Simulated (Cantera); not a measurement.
## Diamond growth

A diamond (100) surface in a fixed gas of H2 with x(CH4) = 0.012, x(H) = 0.0042, x(CH3) = 0.00035, 1100 Pa; coverages are run to steady state.

Computed with Cantera and the Harris–Goodwin 1993 mechanism for the reconstructed diamond (100) surface.

```json
[
 {"T (K)": "950", "growth (µm/h)": "1.41", "θ c6HH": "0.603", "θ c6H*": "0.0132", "θ c6*H": "0.313", "θ c6**": "0.00610", "θ c6HM": "0.0494"},
 {"T (K)": "1025", "growth (µm/h)": "1.59", "θ c6HH": "0.553", "θ c6H*": "0.0197", "θ c6*H": "0.377", "θ c6**": "0.0107", "θ c6HM": "0.0283"},
 {"T (K)": "1100", "growth (µm/h)": "1.06", "θ c6HH": "0.506", "θ c6H*": "0.0274", "θ c6*H": "0.434", "θ c6**": "0.0173", "θ c6HM": "0.00986"},
 {"T (K)": "1175", "growth (µm/h)": "0.580", "θ c6HH": "0.458", "θ c6H*": "0.0354", "θ c6*H": "0.477", "θ c6**": "0.0253", "θ c6HM": "0.00228"},
 {"T (K)": "1250", "growth (µm/h)": "0.479", "θ c6HH": "0.414", "θ c6H*": "0.0435", "θ c6*H": "0.507", "θ c6**": "0.0345", "θ c6HM": "0.000485"},
 {"T (K)": "1325", "growth (µm/h)": "0.488", "θ c6HH": "0.376", "θ c6H*": "0.0514", "θ c6*H": "0.527", "θ c6**": "0.0445", "θ c6HM": "0.000105"},
 {"T (K)": "1400", "growth (µm/h)": "0.339", "θ c6HH": "0.345", "θ c6H*": "0.0590", "θ c6*H": "0.540", "θ c6**": "0.0549", "θ c6HM": "2.27e-5"}
]
```
θ: site fractions in the mechanism's names (c6HH fully hydrogenated, c6H* and c6*H radical sites, c6** diradical, c6HM methylated).
